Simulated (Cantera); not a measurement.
# Adiabatic ignition

An adiabatic, constant-volume homogeneous reactor starts with CH₄ : H₂ : O₂ : N₂ = 1 : 0.1 : 5.39 : 20.3 (molar parts), equivalence ratio 0.38, at 1475 K and 1300000 Pa.

Computed with Cantera and GRI-Mech 3.0 (53 species, 325 reactions). The pressure lies above the range GRI-Mech 3.0 was tuned for (to about 10 atm).

| t (s) | T (K) | P (bar) | x CH₄ | x H₂ | x O₂ | x O | x CH₂CO | x CO |
|---|---|---|---|---|---|---|---|---|
| 5.00e-6 | 1475 | 13.0 | 0.0373 | 0.00373 | 0.201 | 2.12e-8 | <1e-12 | 3.25e-9 |
| 1.62e-5 | 1475 | 13.0 | 0.0373 | 0.00373 | 0.201 | 1.47e-7 | 3.35e-11 | 3.25e-7 |
| 5.27e-5 | 1486 | 13.1 | 0.0357 | 0.00367 | 0.200 | 1.77e-6 | 6.52e-7 | 0.000190 |
| 0.000171 | 2471 | 21.8 | <1e-12 | 0.000239 | 0.123 | 0.000947 | <1e-12 | 0.000707 |
| 0.000555 | 2467 | 21.7 | <1e-12 | 0.000236 | 0.123 | 0.000927 | <1e-12 | 0.000695 |
| 0.00180 | 2457 | 21.7 | <1e-12 | 0.000227 | 0.121 | 0.000876 | <1e-12 | 0.000666 |
| 0.00585 | 2441 | 21.5 | <1e-12 | 0.000213 | 0.118 | 0.000800 | <1e-12 | 0.000620 |
| 0.0190 | 2433 | 21.4 | <1e-12 | 0.000207 | 0.116 | 0.000766 | <1e-12 | 0.000600 |
| 0.0616 | 2433 | 21.4 | <1e-12 | 0.000207 | 0.116 | 0.000765 | <1e-12 | 0.000599 |
| 0.200 | 2433 | 21.4 | <1e-12 | 0.000207 | 0.116 | 0.000765 | <1e-12 | 0.000599 |
x: mole fraction; the columns are a selection and need not sum to one.

```
Item                                                                  Result
---------------------------------  -----------------------------------------
time of steepest temperature rise                                    86.2 µs
temperature at 0.200 s                                                2433 K
equilibrium temperature                                               2433 K
x(CH₄) at 0.200 s                      <1e-12 (gas-phase equilibrium <1e-12)
x(H₂) at 0.200 s                   0.000207 (gas-phase equilibrium 0.000207)
x(O₂) at 0.200 s                         0.116 (gas-phase equilibrium 0.116)
```
